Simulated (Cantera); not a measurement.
A perfectly stirred reactor is fed with H2 : O2 : N2 : H2O = 1 : 0.893 : 3.36 : 0.16 (molar parts), equivalence ratio 0.56, at 1880 Torr; it is adiabatic with a 373 K inlet, and is followed from long to short residence time, starting on the burning branch (τ in s: 0.057, 0.025, 0.011, 0.0047, 0.0021, 0.00091, 0.0004, 0.00017, 7.6e-05, 3.3e-05).

Model: GRI-Mech 3.0 (53 species, 325 reactions), integrated in Cantera. The hydrogen kinetics of GRI-Mech 3.0 are dated; newer H2 mechanisms differ, most at raised pressure.

Predict: blow-out, bracketed by the residence times tried; x(H2) at τ = 57.0 ms; x(O2) at τ = 57.0 ms; x(H2O) at τ = 57.0 ms; x(OH) at τ = 57.0 ms; x(H) at τ = 57.0 ms; x(H2) at τ = 0.910 ms; x(O2) at τ = 0.910 ms; x(H2O) at τ = 0.910 ms; x(OH) at τ = 0.910 ms; x(H) at τ = 0.910 ms.


```json
{
 "blow_out_bracketed_by_the_residence_times_tried": "burning at 33.0 µs, the shortest tried",
 "x(H2) at τ = 57.0 ms": "0.000126",
 "x(O2) at τ = 57.0 ms": "0.0797",
 "x(H2O) at τ = 57.0 ms": "0.235",
 "x(OH) at τ = 57.0 ms": "0.00104",
 "x(H) at τ = 57.0 ms": "6.89e-6",
 "x(H2) at τ = 0.910 ms": "0.00183",
 "x(O2) at τ = 0.910 ms": "0.0795",
 "x(H2O) at τ = 0.910 ms": "0.232",
 "x(OH) at τ = 0.910 ms": "0.00362",
 "x(H) at τ = 0.910 ms": "0.000362"
}
```
